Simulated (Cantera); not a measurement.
An isothermal, constant-pressure homogeneous reactor starts with N₂O : N₂ = 1 : 0.53 (molar parts), at 1550 K and 1100 Pa. Integrator tolerance rtol = 1e-08.

Detailed kinetics in Cantera: GRI-Mech 3.0 (53 species, 325 reactions). GRI-Mech 3.0 was tuned for natural gas; its chemistry of N2O as a main component is partial and can be far from experiment. Radical loss at walls, strong at low pressure, is not modelled. The temperature is held fixed by assumption; the heat of reaction is taken as removed at once.

Question: What does this change do: temperature 1550 to 1200 K?

Answer: 
```
quantity                                           before                                    after
----------------  ---------------------------------------  ---------------------------------------
x(N₂O) at 80.0 s  4.63e-6 (gas-phase equilibrium 1.02e-8)    0.334 (gas-phase equilibrium 1.50e-9)
x(N₂) at 80.0 s       0.687 (gas-phase equilibrium 0.753)      0.533 (gas-phase equilibrium 0.754)
x(O₂) at 80.0 s       0.180 (gas-phase equilibrium 0.245)      0.108 (gas-phase equilibrium 0.246)
x(NO₂) at 80.0 s  5.87e-5 (gas-phase equilibrium 8.60e-7)  4.41e-6 (gas-phase equilibrium 3.98e-7)
x(O) at 80.0 s    3.23e-5 (gas-phase equilibrium 3.72e-5)  1.82e-6 (gas-phase equilibrium 1.19e-7)
```
The mechanism lacks the step 2 NO + O2 → 2 NO2, which can matter for NO2 below about 1400 K.
